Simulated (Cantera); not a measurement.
A freely propagating, adiabatic, planar premixed flame of 14.1 % CH4, 0.646 % CO, 23.7 % O2, 61.6 % N2, equivalence ratio 1.2, unburnt at 348 K and 1000000 Pa; mixture-averaged transport, grid criteria slope 0.08 and curve 0.16, no radiation.

Model: GRI-Mech 3.0 (53 species, 325 reactions), integrated in Cantera. Burning velocities carry a grid error of a few per cent, more on coarse grids.

Problem. Predict: laminar burning velocity; thermal thickness; peak x(H2O2); peak x(C2H4).

Solution. 
| Quantity | Value |
|---|---|
| laminar burning velocity | 39.6 cm/s |
| thermal thickness | 0.0516 mm |
| peak x(H2O2) | 9.21e-5 |
| peak x(C2H4) | 0.00144 |
